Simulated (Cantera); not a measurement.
An isothermal, constant-pressure homogeneous reactor starts with N₂O : H₂O = 1 : 0.064 (molar parts), at 1575 K and 22.5 Torr. Integrator tolerance rtol = 1e-08.

Computed with Cantera and GRI-Mech 3.0 (53 species, 325 reactions). GRI-Mech 3.0 was tuned for natural gas; its chemistry of N2O as a main component is partial and can be far from experiment. Radical loss at walls, strong at low pressure, is not modelled. The temperature is held fixed by assumption; the heat of reaction is taken as removed at once.

**Question.** What does this change do: N2O 1 to 2.8 parts?

**Answer.** 
```
quantity                                              before                                      after
-----------------  -----------------------------------------  -----------------------------------------
x(N₂O) at 20.0 s     4.34e-6 (gas-phase equilibrium 1.81e-8)    6.19e-6 (gas-phase equilibrium 1.88e-8)
x(H₂O) at 20.0 s       0.0408 (gas-phase equilibrium 0.0408)      0.0149 (gas-phase equilibrium 0.0149)
x(OH) at 20.0 s    0.000235 (gas-phase equilibrium 0.000249)  0.000142 (gas-phase equilibrium 0.000152)
x(NO) at 20.0 s        0.139 (gas-phase equilibrium 0.00193)      0.156 (gas-phase equilibrium 0.00199)
x(H₂O₂) at 20.0 s    1.11e-9 (gas-phase equilibrium 1.25e-9)  4.09e-10 (gas-phase equilibrium 4.65e-10)
```

**Question.** What does this change do: N2O 1 to 7.9 parts?

**Answer.** 
```json
[
 {"quantity": "x(N₂O) at 20.0 s", "before": "4.34e-6 (gas-phase equilibrium 1.81e-8)", "after": "7.54e-6 (gas-phase equilibrium 1.91e-8)"},
 {"quantity": "x(H₂O) at 20.0 s", "before": "0.0408 (gas-phase equilibrium 0.0408)", "after": "0.00533 (gas-phase equilibrium 0.00533)"},
 {"quantity": "x(OH) at 20.0 s", "before": "0.000235 (gas-phase equilibrium 0.000249)", "after": "8.49e-5 (gas-phase equilibrium 9.08e-5)"},
 {"quantity": "x(NO) at 20.0 s", "before": "0.139 (gas-phase equilibrium 0.00193)", "after": "0.168 (gas-phase equilibrium 0.00200)"},
 {"quantity": "x(H₂O₂) at 20.0 s", "before": "1.11e-9 (gas-phase equilibrium 1.25e-9)", "after": "1.45e-10 (gas-phase equilibrium 1.67e-10)"}
]
```

**Question.** What does this change do: H2O 0.064 to 0.024 parts?

**Answer.** 
| quantity | before | after |
|---|---|---|
| x(N₂O) at 20.0 s | 4.34e-6 (gas-phase equilibrium 1.81e-8) | 6.11e-6 (gas-phase equilibrium 1.88e-8) |
| x(H₂O) at 20.0 s | 0.0408 (gas-phase equilibrium 0.0408) | 0.0157 (gas-phase equilibrium 0.0157) |
| x(OH) at 20.0 s | 0.000235 (gas-phase equilibrium 0.000249) | 0.000146 (gas-phase equilibrium 0.000155) |
| x(NO) at 20.0 s | 0.139 (gas-phase equilibrium 0.00193) | 0.155 (gas-phase equilibrium 0.00198) |
| x(H₂O₂) at 20.0 s | 1.11e-9 (gas-phase equilibrium 1.25e-9) | 4.29e-10 (gas-phase equilibrium 4.88e-10) |
